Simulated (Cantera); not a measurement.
Mixture: CH4 : O2 : N2 = 1 : 1.05 : 5.05 (molar parts), at 10.0 bar, adiabatic and at constant pressure. Ignition delay is the time to a rise of 400 K.

Computed with Cantera and GRI-Mech 3.0 (53 species, 325 reactions).

```csv
quantity,before,after
delay at 1175 K,11.4 ms,21.0 ms
delay at 1225 K,6.17 ms,11.7 ms
delay at 1275 K,3.44 ms,6.64 ms
delay at 1325 K,1.97 ms,3.85 ms
delay at 1375 K,1.15 ms,2.26 ms
delay at 1425 K,0.680 ms,1.34 ms
apparent activation energy between 1325 and 1425 K,170 kJ/mol,170 kJ/mol
```

### Question
Which change was made?
A. N2 5.05 to 2.7 parts
B. pressure from 10.0 bar to 1.01 bar
C. N2 5.05 to 9.4 parts
D. pressure from 10.0 bar to 30.0 bar

### Answer
C, N2 5.05 to 9.4 parts
